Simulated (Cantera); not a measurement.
An adiabatic, constant-volume homogeneous reactor starts with CH₄ : O₂ : N₂ = 1 : 1.43 : 5.37 (molar parts), at 1325 K and 0.810 bar. Integrator tolerance rtol = 1e-08.

Model: GRI-Mech 3.0 (53 species, 325 reactions), integrated in Cantera.

Task: What does this change do: N2 5.37 to 7.2 parts?

Result: 
```csv
quantity,before,after
time of steepest temperature rise,11.3 ms,14.8 ms
temperature at 6.00 s,2857 K,2727 K
equilibrium temperature,2857 K,2727 K
x(CH₄) at 6.00 s,<1e-12 (gas-phase equilibrium <1e-12),<1e-12 (gas-phase equilibrium <1e-12)
x(O₂) at 6.00 s,0.00280 (gas-phase equilibrium 0.00280),0.00127 (gas-phase equilibrium 0.00127)
x(HO₂) at 6.00 s,1.88e-6 (gas-phase equilibrium 1.88e-6),7.21e-7 (gas-phase equilibrium 7.21e-7)
x(CH₂CO) at 6.00 s,<1e-12 (gas-phase equilibrium <1e-12),<1e-12 (gas-phase equilibrium <1e-12)
x(NO) at 6.00 s,0.00411 (gas-phase equilibrium 0.00411),0.00243 (gas-phase equilibrium 0.00243)
x(N₂O) at 6.00 s,2.85e-7 (gas-phase equilibrium 2.85e-7),1.71e-7 (gas-phase equilibrium 1.71e-7)
```
